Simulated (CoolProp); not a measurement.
Vapour-liquid equilibrium of propane (1) + R152A (2) at 4.54 bar; x and y are mole fractions of (1).

Values from CoolProp's multi-fluid Helmholtz-energy mixture model, Lemmon 2009 and Outcalt 1996; pair parameters Bell 2016.

| x | bubble temperature (°C) | y at the bubble point | dew temperature at overall composition x (°C) | liquid density (mol/L) |
|---|---|---|---|---|
| 0.05 | 10.9 | 0.180 | 14.7 | 13.93 |
| 0.125 | 5.2 | 0.355 | 12.5 | 13.82 |
| 0.2 | 1.5 | 0.462 | 10.2 | 13.66 |
| 0.275 | -0.9 | 0.530 | 7.9 | 13.47 |
| 0.35 | -2.4 | 0.577 | 5.4 | 13.28 |
| 0.425 | -3.5 | 0.613 | 2.8 | 13.09 |
| 0.5 | -4.2 | 0.641 | 0.2 | 12.90 |
| 0.575 | -4.6 | 0.668 | -2.4 | 12.74 |
| 0.65 | -4.9 | 0.695 | -4.3 | 12.58 |
| 0.725 | -5.1 | 0.727 | -5.1 | 12.45 |
| 0.8 | -4.9 | 0.768 | -4.7 | 12.33 |
| 0.875 | -4.4 | 0.825 | -3.7 | 12.22 |
| 0.95 | -3.1 | 0.912 | -2.4 | 12.11 |

y crosses x between x = 0.725 and 0.8: the model has an azeotrope there.

The pair parameters rest on a limited set of measurements; away from them the model extrapolates.
